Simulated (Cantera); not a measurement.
Predominance diagram of Li at 1252 °C against the partial pressures of O₂ and H₂O (log10, bar). Cantera with NASA thermochemical tables; ideal gases at 1 bar, condensed phases pure. Candidates: Li(l), LiH(l), LiOH(l), Li₂O(s). Only these pure phases compete in this equilibrium. Not in the tables: the peroxide.

```
log p(H₂O) \ log p(O₂)
        columns: -29, -27.4, -25.8, -24.2, -22.6, -20.9, -19.3, -17.7, -16.1, -14.5, -12.9, -11.3, -9.7, -8.1, -6.4, -4.8, -3.2, -1.6, 0
      0  A A A A A A A A A A B B B B B B B B B
   -1.6  A A A A A A A A B B B B B B B B B B B
   -3.2  A A A A A A B B B B B B B B B B B B B
   -4.8  A A A A B B B B B B B B B B B B B B B
   -6.4  A A B B B B B B B B B B B B B B B B B
     -8  C C B B B B B B B B B B B B B B B B B
   -9.6  C C B B B B B B B B B B B B B B B B B
  -11.2  C C B B B B B B B B B B B B B B B B B
  -12.8  C C B B B B B B B B B B B B B B B B B
  -14.4  C C B B B B B B B B B B B B B B B B B
    -16  C C B B B B B B B B B B B B B B B B B
```

A: out of reach (another gas would pass 10 bar, or a non-metal would condense); B: Li₂O(s); C: Li(l).
